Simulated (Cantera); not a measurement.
## Thermodynamics of sublimation and decomposition of ceramics, feed Si₃N₄ + Si + H₂

A closed system holds: 1 mol Si₃N₄, 0.0019 mol Si, 0.65 mol H₂, at 1 atm.

Equilibrium computed with Cantera from the NASA thermochemical tables; the gas is ideal and each condensed phase is pure. Candidate condensed phases: Si, Si₃N₄; 18 gas species. Mutual solubility and eutectic melting of coexisting phases are not modelled. The tables' values for SiN are old estimates; treat these amounts as uncertain. Gases not in the tables: Si₂H₆ and higher silanes. The numbers say what is thermodynamically allowed, not how fast it happens.

```json
[
 {"T (K)": "1625", "x H₂": "0.999", "x N₂": "0.000451", "x H": "7.01e-5", "x Si": "1.61e-7", "x SiH": "3.22e-7", "x SiH₂": "6.61e-6", "x Si₂N": "4.64e-9", "n Si(s)": "0.00234", "n Si₃N₄(s)": "1.000", "n Si(l)": "0"},
 {"T (K)": "1725", "x H₂": "0.997", "x N₂": "0.00242", "x H": "0.000184", "x Si": "1.00e-6", "x SiH": "1.44e-6", "x SiH₂": "1.72e-5", "x Si₂N": "4.85e-8", "n Si(s)": "0", "n Si₃N₄(s)": "0.999", "n Si(l)": "0.00425"},
 {"T (K)": "1825", "x H₂": "0.987", "x N₂": "0.0130", "x H": "0.000435", "x Si": "4.49e-6", "x SiH": "4.77e-6", "x SiH₂": "3.51e-5", "x Si₂N": "3.32e-7", "n Si(s)": "0", "n Si₃N₄(s)": "0.996", "n Si(l)": "0.0147"},
 {"T (K)": "1925", "x H₂": "0.941", "x N₂": "0.0583", "x H": "0.000921", "x Si": "1.72e-5", "x SiH": "1.37e-5", "x SiH₂": "6.41e-5", "x Si₂N": "1.85e-6", "n Si(s)": "0", "n Si₃N₄(s)": "0.980", "n Si(l)": "0.0622"},
 {"T (K)": "2025", "x H₂": "0.774", "x N₂": "0.224", "x H": "0.00168", "x Si": "5.75e-5", "x SiH": "3.26e-5", "x SiH₂": "9.45e-5", "x Si₂N": "8.63e-6", "n Si(s)": "0", "n Si₃N₄(s)": "0.906", "n Si(l)": "0.284"},
 {"T (K)": "2125", "x H₂": "0.244", "x N₂": "0.754", "x H": "0.00178", "x Si": "0.000171", "x SiH": "4.38e-5", "x SiH₂": "5.06e-5", "x Si₂N": "3.46e-5", "n Si(s)": "0", "n Si₃N₄(s)": "0", "n Si(l)": "3.00"},
 {"T (K)": "2225", "x H₂": "0.243", "x N₂": "0.753", "x H": "0.00317", "x Si": "0.000462", "x SiH": "9.68e-5", "x SiH₂": "8.14e-5", "x Si₂N": "7.03e-5", "n Si(s)": "0", "n Si₃N₄(s)": "0", "n Si(l)": "3.00"}
]
```
x: gas mole fraction; n: condensed amount in mol.

At 1625 K the condensed part is Si(s) + Si₃N₄(s). From 1725 K to 2025 K the condensed part is Si(l) + Si₃N₄(s). From 2125 K to 2225 K the condensed part is Si(l). The main Si-bearing gas is SiH₂ at 1625 K and Si at 2225 K.
